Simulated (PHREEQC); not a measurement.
**Buffer**

Consider water at 41 °C with 0.0064 mol NaHCO3, 0.0024 mol NH3 and 0.00055 mol KCl per kg of water. Closed to the air; pH follows from the charge balance.

The numbers come from PHREEQC with the ion-association model, phreeqc.dat.

Precipitation was switched off in this run.

Predict the pH, specific conductance.

pH 9.14; specific conductance 1040 µS/cm.

In which forms is C present?

HCO3- 88 %, CO3-2 9.9 %, NaCO3- 1.7 % of the C.

Complexes and solids missing from the database can't appear. Away from 25 °C the constants follow the database's enthalpies or fits; those with neither stay at their 25 °C values.
